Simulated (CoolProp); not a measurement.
Vapour-liquid equilibrium of R13 (1) + n-butane (2) at 0.787 bar; x and y are mole fractions of (1).

Values from CoolProp's multi-fluid Helmholtz-energy mixture model, Platzer 1990 and Bücker 2006; pair parameters Bell 2016. This equation is an older, rougher fit; its heat capacities, sound speeds and derivatives of the liquid may be far off and weren't checked against measurements.

| x | bubble temperature (K) | y at the bubble point | dew temperature at overall composition x (K) | liquid density (mol/L) |
|---|---|---|---|---|
| 0.05 | 233.4 | 0.788 | 264.9 | 11.14 |
| 0.15 | 210.0 | 0.953 | 262.2 | 11.77 |
| 0.25 | 201.9 | 0.976 | 259.2 | 12.17 |
| 0.35 | 197.9 | 0.983 | 255.9 | 12.50 |
| 0.45 | 195.5 | 0.987 | 252.2 | 12.82 |
| 0.55 | 193.8 | 0.990 | 247.9 | 13.14 |
| 0.65 | 192.4 | 0.992 | 242.8 | 13.46 |
| 0.75 | 191.0 | 0.994 | 236.4 | 13.79 |
| 0.85 | 189.6 | 0.996 | 227.4 | 14.14 |
| 0.95 | 188.0 | 0.999 | 210.8 | 14.52 |

No azeotrope shows between x = 0.05 and 0.95.

Pair parameters are fitted to limited data, so mixtures are less certain than the pure fluids. With so large a gap from Raoult's law the liquid may split in two, which this calculation doesn't test in full.
